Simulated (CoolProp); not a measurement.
Vapour-liquid equilibrium of ethylbenzene (1) + p-xylene (2) at 0.207 MPa; x and y are mole fractions of (1).

The numbers come from the multi-fluid Helmholtz-energy mixture model, Zhou 2012 and Zhou 2012; pair parameters Bell 2016 in CoolProp.

```json
[
 {"x": "0.05", "bubble temperature, mixture model (K)": "440.2", "bubble temperature, Raoult's law (K)": "440.3", "y, mixture model": "0.053", "y, Raoult's law": "0.053"},
 {"x": "0.2", "bubble temperature, mixture model (K)": "439.7", "bubble temperature, Raoult's law (K)": "439.9", "y, mixture model": "0.209", "y, Raoult's law": "0.208"},
 {"x": "0.35", "bubble temperature, mixture model (K)": "439.4", "bubble temperature, Raoult's law (K)": "439.6", "y, mixture model": "0.361", "y, Raoult's law": "0.362"},
 {"x": "0.5", "bubble temperature, mixture model (K)": "439.0", "bubble temperature, Raoult's law (K)": "439.2", "y, mixture model": "0.511", "y, Raoult's law": "0.513"},
 {"x": "0.65", "bubble temperature, mixture model (K)": "438.7", "bubble temperature, Raoult's law (K)": "438.9", "y, mixture model": "0.659", "y, Raoult's law": "0.662"},
 {"x": "0.8", "bubble temperature, mixture model (K)": "438.5", "bubble temperature, Raoult's law (K)": "438.6", "y, mixture model": "0.806", "y, Raoult's law": "0.808"},
 {"x": "0.95", "bubble temperature, mixture model (K)": "438.2", "bubble temperature, Raoult's law (K)": "438.2", "y, mixture model": "0.952", "y, Raoult's law": "0.952"}
]
```

The largest gap from Raoult's law is -0.2 K in bubble temperature, at x = 0.35. No azeotrope shows between x = 0.05 and 0.95.

Pair parameters are fitted to limited data, so mixtures are less certain than the pure fluids.
